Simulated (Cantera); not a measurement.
# Premixed flame

A freely propagating, adiabatic, planar premixed flame of H2 : O2 : N2 : H2O = 1 : 0.926 : 3.15 : 0.37 (molar parts), unburnt at 500 K and 97.5 Torr; unity-Lewis-number transport, grid criteria slope 0.08 and curve 0.16, no radiation.

Model: the H2/O2 subset of GRI-Mech 3.0, which has no nitrogen chemistry, integrated in Cantera. Unity Lewis numbers drop preferential diffusion, which matters most where H2 and H carry the flame. Burning velocities carry a grid error of a few per cent, more on coarse grids. Lean hydrogen flames are cellular in practice and burn faster than this planar one.

| z (mm) | T (K) | u (m/s) | x H2 | x O2 | x H2O | x OH | x H2O2 | x O |
|---|---|---|---|---|---|---|---|---|
| -10.6 | 500 | 1.81 | 0.184 | 0.170 | 0.0679 | <1e-8 | <1e-8 | <1e-8 |
| -7.07 | 500 | 1.81 | 0.184 | 0.170 | 0.0679 | <1e-8 | <1e-8 | <1e-8 |
| -5.30 | 500 | 1.82 | 0.184 | 0.170 | 0.0680 | <1e-8 | 1.65e-8 | <1e-8 |
| -3.53 | 501 | 1.82 | 0.183 | 0.170 | 0.0681 | <1e-8 | 1.87e-7 | 9.52e-8 |
| -1.77 | 552 | 2.00 | 0.178 | 0.167 | 0.0747 | 2.53e-5 | 3.34e-6 | 1.62e-5 |
| -0.883 | 758 | 2.71 | 0.147 | 0.154 | 0.106 | 0.000350 | 2.39e-6 | 0.000438 |
| 0 | 1079 | 3.78 | 0.0689 | 0.119 | 0.178 | 0.00257 | 1.34e-6 | 0.00540 |
| 0.883 | 1284 | 4.43 | 0.0232 | 0.0949 | 0.222 | 0.00617 | 1.62e-6 | 0.0115 |
| 1.77 | 1392 | 4.76 | 0.0162 | 0.0897 | 0.234 | 0.00785 | 1.24e-6 | 0.0121 |
| 3.53 | 1510 | 5.11 | 0.0134 | 0.0874 | 0.243 | 0.00923 | 7.21e-7 | 0.0102 |
| 7.07 | 1622 | 5.44 | 0.0101 | 0.0858 | 0.252 | 0.00975 | 3.75e-7 | 0.00745 |
| 14.1 | 1715 | 5.71 | 0.00645 | 0.0849 | 0.261 | 0.00902 | 2.01e-7 | 0.00464 |
| 28.3 | 1781 | 5.90 | 0.00340 | 0.0847 | 0.268 | 0.00721 | 1.14e-7 | 0.00241 |
x: mole fraction of selected species; z is measured from the peak of heat release.

The laminar burning velocity is 181 cm/s and the thermal thickness comes out as 3.53 mm. The peak x(OH) comes out as 0.00976 and the peak x(H2O2) comes out as 3.71e-6. The peak x(O) is 0.0123. The grid points is 116.
